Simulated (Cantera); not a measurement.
An isothermal, constant-pressure homogeneous reactor starts with 32.3 % CH4, 67.7 % CO2, at 1250 K and 10.0 bar.

Computed with Cantera and GRI-Mech 3.0 (53 species, 325 reactions).

Question: Predict: x(CH4) at 10.0 s; x(CO2) at 10.0 s; x(H) at 10.0 s; x(C2H4) at 10.0 s.

Answer: 
```json
{
  "x(CH4) at 10.0 s": "0.295 (gas-phase equilibrium 0.00180)",
  "x(CO2) at 10.0 s": "0.657 (gas-phase equilibrium 0.114)",
  "x(H) at 10.0 s": "5.55e-9 (gas-phase equilibrium 8.23e-8)",
  "x(C2H4) at 10.0 s": "0.00582 (gas-phase equilibrium 4.80e-8)"
}
```
